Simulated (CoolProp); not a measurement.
The numbers come from the reference Helmholtz-energy equation of state, Bücker 2006 in CoolProp.

For ethane, give the phase and the cp (kJ/(kg K)), cv (kJ/(kg K)), Joule-Thomson coefficient (K/MPa), viscosity (µPa s) at 340.2 K and 22700 kPa; 340.2 K and 39000 kPa; 340.2 K and 48700 kPa.


- 340.2 K and 22700 kPa: supercritical; cp 3.10, cv 1.82, Joule-Thomson coefficient 0.301, viscosity 51.4
- 340.2 K and 39000 kPa: supercritical; cp 2.80, cv 1.82, Joule-Thomson coefficient -0.138, viscosity 67.5
- 340.2 K and 48700 kPa: supercritical; cp 2.73, cv 1.83, Joule-Thomson coefficient -0.242, viscosity 75.7

Viscosity comes from a separate model (Friend 1991).
